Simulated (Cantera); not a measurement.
Cantera run:

```python
import numpy as np
import cantera as ct

gas_names = """
    C CN CO CO2 C2 CCN CNC C2N2 C2O C3 C3O2 C4 C4N2 C5 N NCO NO NO2 NO3 N2 N2O O O2 O3 Si SiC SiC2 SiN
    SiO SiO2 Si2 Si2C Si2N Si3
""".split()
cond_names = """
    C(gr) Si(cr) Si(L) SiC(b) SiO2(Lqz) SiO2(hqz) SiO2(L) Si2N2O(s) Si3N4(a)
""".split()


def load(file, names, dense=False):
    # The tables refer to 1 bar. Condensed volumes are neglected.
    table = {s.name: s for s in ct.Species.list_from_file(file)}
    out = []
    for n in names:
        d = dict(table[n].input_data)
        d["thermo"] = dict(d["thermo"], **{"reference-pressure": 1e5})
        if dense:
            d["equation-of-state"] = {"model": "constant-volume", "density": "1e6 g/cm^3"}
        out.append(ct.Species.from_dict(d))
    return out


gas = ct.Solution(thermo="ideal-gas", species=load("nasa_gas.yaml", gas_names))
cond = {s.name: ct.Solution(thermo="fixed-stoichiometry", species=[s], name=s.name)
        for s in load("nasa_condensed.yaml", cond_names, dense=True)}
atoms = {
    'Si3N4': {'Si': 3, 'N': 4},
    'CO2': {'C': 1, 'O': 2},
    'N2': {'N': 2},
    'O2': {'O': 2},
}
top_T = {'C(gr)': 4500, 'SiC(b)': 3050, 'Si2N2O(s)': 2100, 'Si3N4(a)': 2400}  # K; cautious upper limits of use, not melting points


def equilibrate(T, P, feed):
    n = {}
    for name, mol in feed.items():
        for a, k in atoms[name].items():
            n[a] = n.get(a, 0.0) + k * mol
    gas.TPX = T, P, n
    mass = sum(n.values()) * gas.mean_molecular_weight
    gas.equilibrate("TP")
    valid = [c for c in cond.values() if c.min_temp <= T <= top_T.get(c.name, c.max_temp)]
    mix = ct.Mixture([(gas, mass / gas.mean_molecular_weight)] + [(c, 0.0) for c in valid])
    mix.T, mix.P = T, P
    mix.equilibrate("TP", solver="vcs", rtol=1e-11, max_steps=5000)
    return mix


results = []
T = 1648.15  # K
P = 1.3  # Pa
for m in [110, 140, 180, 240, 310, 400, 520, 680]:
    feed = {'Si3N4': 1, 'CO2': 2.5, 'N2': m, 'O2': 0.04}  # mol
    mix = equilibrate(T, P, feed)
    results.append((T, P, feed, dict(zip(mix.species_names, mix.species_moles))))
    x = sorted(zip(gas.X, gas.species_names), reverse=True)
    print(f"T = {T:g} K  P = {P:g} Pa  n(N2) = {m:g} mol  gas = {mix.phase_moles(0):.4g} mol")
    print("   x: " + "  ".join(f"{s} {v:.3e}" for v, s in x if v > 0.001))
    print("   condensed (mol): " + ("  ".join(f"{mix.phase(i).name} {mix.phase_moles(i):.4g}"
          for i in range(1, mix.n_phases) if mix.phase_moles(i) > 1e-12) or "none"))
```

Output:

```
T = 1648.15 K  P = 1.3 Pa  n(N2) = 110 mol  gas = 117.5 mol
   x: N2 9.532e-01  SiO 2.197e-02  CO 2.127e-02  Si 3.524e-03
   condensed (mol): none
T = 1648.15 K  P = 1.3 Pa  n(N2) = 140 mol  gas = 147.5 mol
   x: N2 9.627e-01  SiO 1.750e-02  CO 1.694e-02  Si 2.818e-03
   condensed (mol): none
T = 1648.15 K  P = 1.3 Pa  n(N2) = 180 mol  gas = 187.5 mol
   x: N2 9.707e-01  SiO 1.376e-02  CO 1.333e-02  Si 2.222e-03
   condensed (mol): none
T = 1648.15 K  P = 1.3 Pa  n(N2) = 240 mol  gas = 247.5 mol
   x: N2 9.778e-01  SiO 1.043e-02  CO 1.010e-02  Si 1.687e-03
   condensed (mol): none
T = 1648.15 K  P = 1.3 Pa  n(N2) = 310 mol  gas = 317.5 mol
   x: N2 9.827e-01  SiO 8.127e-03  CO 7.873e-03  Si 1.316e-03
   condensed (mol): none
T = 1648.15 K  P = 1.3 Pa  n(N2) = 400 mol  gas = 407.5 mol
   x: N2 9.865e-01  SiO 6.332e-03  CO 6.135e-03  Si 1.026e-03
   condensed (mol): none
T = 1648.15 K  P = 1.3 Pa  n(N2) = 520 mol  gas = 527.5 mol
   x: N2 9.896e-01  SiO 4.891e-03  CO 4.739e-03
   condensed (mol): none
T = 1648.15 K  P = 1.3 Pa  n(N2) = 680 mol  gas = 687.5 mol
   x: N2 9.920e-01  SiO 3.753e-03  CO 3.636e-03
   condensed (mol): none
```

Cantera equilibrium calculation (NASA polynomials, part measured and part estimated; ideal gas, pure solids and liquids).
